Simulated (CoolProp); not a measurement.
Vapour-liquid equilibrium of dimethyl carbonate (1) + n-heptane (2) at 347.6 K; x and y are mole fractions of (1).

Values from CoolProp's multi-fluid Helmholtz-energy mixture model, Zhou 2011 and Span 2003; pair parameters Bell 2016.

| x | bubble pressure, mixture model (kPa) | bubble pressure, Raoult's law (kPa) | y, mixture model | y, Raoult's law |
|---|---|---|---|---|
| 0.05 | 55.58 | 47.96 | 0.185 | 0.062 |
| 0.125 | 64.65 | 48.90 | 0.341 | 0.153 |
| 0.2 | 70.69 | 49.84 | 0.431 | 0.240 |
| 0.275 | 74.56 | 50.78 | 0.488 | 0.324 |
| 0.35 | 76.93 | 51.72 | 0.527 | 0.405 |
| 0.425 | 78.31 | 52.67 | 0.554 | 0.483 |
| 0.5 | 79.04 | 53.61 | 0.575 | 0.559 |
| 0.575 | 79.33 | 54.55 | 0.594 | 0.631 |
| 0.65 | 79.27 | 55.49 | 0.613 | 0.701 |
| 0.725 | 78.74 | 56.43 | 0.637 | 0.769 |
| 0.8 | 77.36 | 57.37 | 0.671 | 0.835 |
| 0.875 | 74.26 | 58.32 | 0.731 | 0.899 |
| 0.95 | 67.73 | 59.26 | 0.847 | 0.960 |

The largest gap from Raoult's law is +48.7 % in bubble pressure, at x = 0.35. y crosses x between x = 0.575 and 0.65: the model has an azeotrope there.

Pair parameters are fitted to limited data, so mixtures are less certain than the pure fluids.
